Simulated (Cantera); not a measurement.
Input: 1 mol B, 0.21 mol H2O, 0.19 mol NH3, at 1.00 bar.

Equilibrium computed with Cantera from the NASA thermochemical tables; the gas is ideal and each condensed phase is pure. Candidate condensed phases: B, BN, B2O3, B3O3H3, H2O; 39 gas species. Mutual solubility and eutectic melting of coexisting phases are not modelled. Gases not in the tables: B2H6 and higher boranes. Rates play no part.

### Question
What share of the B ends up in condensed phases as a function of T (°C), at 1377, 1427, 1477, 1527, 1577, 1627, 1677?

### Answer
```tsv
T (°C)	B condensed (%)	as
1377	98.1	B(s) + BN(s) + B2O3(l)
1427	97.5	B(s) + BN(s) + B2O3(l)
1477	96.5	B(s) + BN(s) + B2O3(l)
1527	95.0	B(s) + BN(s) + B2O3(l)
1577	92.4	B(s) + BN(s) + B2O3(l)
1627	88.3	B(s) + BN(s) + B2O3(l)
1677	81.3	B(s) + BN(s) + B2O3(l)
```
